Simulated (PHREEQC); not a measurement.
Dissolve 0.54 mol MgSO4, 0.073 mol Na2SO4 and 5.5e-05 mol H4SiO4 per kg of water at 75 °C. Closed to the air; pH follows from the charge balance.

Model: Pitzer model, pitzer.dat, run in PHREEQC.

Precipitation was switched off in this run.

Problem. Predict the pH, density.

Solution. pH 6.17; density 1.046 g/cm³.

In brines, pH and single-ion activities rest on the MacInnes convention. Away from 25 °C the constants follow the database's enthalpies or fits; those with neither stay at their 25 °C values.
